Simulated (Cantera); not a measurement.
Input: 1 mol Si, 4.7 mol NF₃, 29 mol N₂, at 1148 K and 0.320 bar.

Cantera equilibrium calculation (NASA polynomials, part measured and part estimated; ideal gas, pure solids and liquids). Rates play no part.

| species | before | after |
|---|---|---|
| N₂ | 0.778 | 0.953 |
| SiF₄ | 0.0248 | 0.0320 |
| F | 0.144 | 0.0149 |
| F₂ | 0.0531 | 0.000568 |
| NF₃ | 0.000192 | 2.35e-7 |
Gas species are given as mole fractions.

Problem. Name the change that produced these shifts.
(A) N₂ from 29 to 0.33 mol
(B) temperature from 1148 K to 798.15 K
(C) temperature from 1148 K to 1298 K
(D) NF₃ from 4.7 to 1.5 mol

Solution. D, NF₃ from 4.7 to 1.5 mol
